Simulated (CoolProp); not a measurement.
Aqueous potassium acetate as a coolant, at -9 °C, 1 atm.

Values from CoolProp's Melinder's fits for secondary coolants.

```tsv
mass %	freezing point (°C)	density (kg/m³)	cp (kJ/(kg K))	Prandtl number	conductivity (W/(m K))
20.5	-11.6	…	3.453	29.5	0.489
24	-15.1	1133	3.348	32.8	0.479
27.6	-19.5	1155	3.241	37.0	0.470
31.1	-24.9	1175	3.139	42.3	0.460
34.7	…	…	3.035	49.3	0.451
38.2	-38.4	1217	…	58.0	0.443
41.7	-45.6	1238	2.841	…	0.434
```

Fill in the missing entries.


- 20.5, density (kg/m³): 1113
- 34.7, freezing point (°C): -31.4
- 34.7, density (kg/m³): 1197
- 38.2, cp (kJ/(kg K)): 2.936
- 41.7, Prandtl number: 68.8
